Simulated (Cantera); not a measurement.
A freely propagating, adiabatic, planar premixed flame of 21.8 % CO, 5.45 % H2, 0.741 % CH4, 15.1 % O2, 56.9 % N2, unburnt at 300 K and 7500 Torr; mixture-averaged transport, grid criteria slope 0.08 and curve 0.16, no radiation.

Computed with Cantera and GRI-Mech 3.0 (53 species, 325 reactions). Burning velocities carry a grid error of a few per cent, more on coarse grids.

x: mole fraction of selected species; z is measured from the peak of heat release.

```tsv
z (mm)	T (K)	u (m/s)	x CO	x H2	x CH4	x H	x NO2	x HCO
-0.160	300	0.388	0.218	0.0541	0.00742	<1e-8	<1e-8	<1e-8
-0.107	300	0.387	0.218	0.0527	0.00743	<1e-8	<1e-8	<1e-8
-0.0801	302	0.388	0.219	0.0505	0.00744	<1e-8	<1e-8	<1e-8
-0.0534	319	0.409	0.220	0.0438	0.00741	<1e-8	[?]	<1e-8
-0.0267	571	0.720	0.211	0.0273	0.00622	5.73e-8	[?]	<1e-8
-0.0134	1014	1.26	0.185	0.0171	0.00375	0.000115	[?]	5.60e-7
0	1507	1.83	0.144	0.00839	0.000833	0.00143	[?]	4.42e-6
0.0134	1808	2.15	0.104	0.00420	3.91e-5	0.00271	[?]	1.56e-6
0.0267	1974	2.31	0.0783	0.00340	9.91e-7	0.00280	[?]	5.62e-7
0.0534	2141	2.47	0.0564	0.00303	<1e-8	0.00201	[?]	2.25e-7
0.107	2275	2.60	0.0419	0.00232	<1e-8	0.00104	[?]	7.50e-8
0.214	2364	2.69	0.0316	0.00169	<1e-8	0.000531	1.35e-7	2.70e-8
0.427	2419	2.74	0.0247	0.00130	<1e-8	0.000309	[?]	1.18e-8
```

### Question
Some entries are withheld; supply them.

### Answer

- -0.0534, x NO2: 4.80e-8
- -0.0267, x NO2: 1.06e-6
- -0.0134, x NO2: 6.86e-7
- 0, x NO2: 8.76e-8
- 0.0134, x NO2: 7.23e-8
- 0.0267, x NO2: 7.92e-8
- 0.0534, x NO2: 9.64e-8
- 0.107, x NO2: 1.21e-7
- 0.427, x NO2: 1.46e-7
